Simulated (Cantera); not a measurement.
A closed system holds: 1 mol CH3SiCl3, 140 mol H2, at 1975 K and 0.0100 bar.

Cantera equilibrium calculation (NASA polynomials, part measured and part estimated; ideal gas, pure solids and liquids). Candidate condensed phases: C, C6H6, C7H8, C8H18, Si, SiC; 109 gas species. The feed counts by its element totals alone. The tables' values for SiCl are old estimates; treat these amounts as uncertain. The numbers say what is thermodynamically allowed, not how fast it happens.

Base state: H2 0.965, HCl 0.0204, H 0.0134, Si 0.000279, Cl 0.000212, C2H2 (acetylene) 0.000209, SiCl2 9.20e-5, SiH 1.98e-5 (mole fractions); condensed: SiC(s).

**Question.** What changes in the equilibrium state with this change: temperature from 1975 K to 2273.15 K?

**Answer.** 
| species | before | after |
|---|---|---|
| H2 | 0.965 | 0.892 |
| H | 0.0134 | 0.0794 |
| HCl | 0.0204 | 0.0186 |
| Si | 0.000279 | 0.00535 |
| C2H | 5.01e-8 | 1.01e-5 |
| SiC2 | 3.43e-6 | 0.000536 |
| SiC(s), mol | 0.937 | 0 |
Gases not in the tables: Si2H6 and higher silanes.

**Question.** What changes in the equilibrium state with this change: pressure from 0.0100 bar to 0.260 bar?

**Answer.** 
```tsv
species	before	after
H2	0.965	0.976
HCl	0.0204	0.0206
H	0.0134	0.00265
Si	0.000279	1.77e-5
SiCl2	9.20e-5	0.000153
CH4	2.44e-6	3.94e-5
Cl	0.000212	4.18e-5
SiCl	1.95e-5	6.33e-6
SiH	1.98e-5	6.43e-6
SiC(s), mol	0.937	0.972
```
Gases not in the tables: Si2H6 and higher silanes.

**Question.** What changes in the equilibrium state with this change: temperature from 1975 K to 2498 K?

**Answer.** 
| species | before | after |
|---|---|---|
| H2 | 0.965 | 0.756 |
| H | 0.0134 | 0.217 |
| HCl | 0.0204 | 0.0154 |
| Si | 0.000279 | 0.00550 |
| C2H | 5.01e-8 | 5.23e-5 |
| SiC2 | 3.43e-6 | 0.000446 |
| SiCl2 | 9.20e-5 | 5.43e-6 |
| Cl | 0.000212 | 0.00312 |
| SiC(s), mol | 0.937 | 0 |
